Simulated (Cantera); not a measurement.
A closed system holds: 1 mol Fe, 0.13 mol Cl₂, 0.068 mol N₂, at 1125 K and 7350 Torr.

Equilibrium computed with Cantera from the NASA thermochemical tables; the gas is ideal and each condensed phase is pure. Candidate condensed phases: Fe, FeCl₂, FeCl₃; 10 gas species. Mutual solubility and eutectic melting of coexisting phases are not modelled. The numbers say what is thermodynamically allowed, not how fast it happens.

### Question
What is the equilibrium state?

### Answer
```
Quantity           Value
-----------  -----------
x(N₂)              0.984
x(FeCl₂)          0.0132
x(Fe₂Cl₄)        0.00290
x(FeCl₃)         1.08e-5
n(Fe(α))       0.870 mol
n(FeCl₂(l))    0.129 mol
gas amount   0.06911 mol
```
